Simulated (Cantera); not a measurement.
## SiH2Cl2 + NH3 + N2 (silicon nitride deposition)

A closed system holds: 1 mol SiH2Cl2, 2.4 mol NH3, 0.97 mol N2, at 848.15 K and 133 Pa.

These are equilibrium values from Cantera (NASA tables, ideal gas, pure condensed phases), not measurements of a reactor. Candidate condensed phases: NH4Cl, Si, Si3N4; 28 gas species. Equilibrium is a limit: real reactors are often held back by kinetics, nucleation or transport.

* **x(H2)**: 0.515
* **x(HCl)**: 0.267
* **x(N2)**: 0.214
* **x(SiCl4)**: 0.00370
* **x(SiHCl3)**: 1.16e-5
* **n(Si3N4(s))**: 0.325 mol
* **gas amount**: 7.095 mol
* **log10 activity of Si(s) (absent)**: -7.16
